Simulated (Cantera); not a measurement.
**Equilibrium for silicon carbide growth: CH3SiH3 + CH4 + H2**

Charge: 1 mol CH3SiH3, 0.021 mol CH4, 170 mol H2, at 13300 Pa.

Method: chemical equilibrium by Gibbs-energy minimisation in Cantera with the NASA 1993 tables (ideal gas, pure condensed phases). Candidate condensed phases: C, C6H6, C7H8, C8H18, Si, SiC; 87 gas species. The feed counts by its element totals alone. Gases not in the tables: Si2H6 and higher silanes. Equilibrium is a limit: real reactors are often held back by kinetics, nucleation or transport.

| T (K) | x H2 | x H | x Si | x C2H2 (acetylene) | n SiC(s) |
|---|---|---|---|---|---|
| 1823 | 0.999 | 0.00119 | 2.00e-6 | 4.15e-5 | 0.999 |
| 1873 | 0.998 | 0.00177 | 5.50e-6 | 4.96e-5 | 0.998 |
| 1923 | 0.997 | 0.00258 | 1.42e-5 | 6.02e-5 | 0.995 |
| 1973 | 0.996 | 0.00369 | 3.37e-5 | 7.73e-5 | 0.990 |
| 2023 | 0.995 | 0.00519 | 7.33e-5 | 0.000107 | 0.980 |
| 2073 | 0.992 | 0.00718 | 0.000148 | 0.000158 | 0.961 |
| 2123 | 0.990 | 0.00977 | 0.000278 | 0.000244 | 0.930 |
| 2173 | 0.986 | 0.0131 | 0.000499 | 0.000384 | 0.876 |
| 2223 | 0.981 | 0.0174 | 0.000859 | 0.000607 | 0.789 |
| 2273 | 0.974 | 0.0227 | 0.00143 | 0.000953 | 0.647 |
| 2323 | 0.966 | 0.0293 | 0.00233 | 0.00148 | 0.419 |
| 2373 | 0.955 | 0.0374 | 0.00369 | 0.00226 | 0.0563 |
| 2423 | 0.945 | 0.0472 | 0.00412 | 0.00241 | 0 |
| 2473 | 0.933 | 0.0590 | 0.00432 | 0.00244 | 0 |
x: gas mole fraction; n: condensed amount in mol.

From 1823 K to 2373 K the condensed part is SiC(s). From 2423 K to 2473 K nothing is condensed. The main Si-bearing gas is SiH2 at 1823 K and Si at 2473 K.
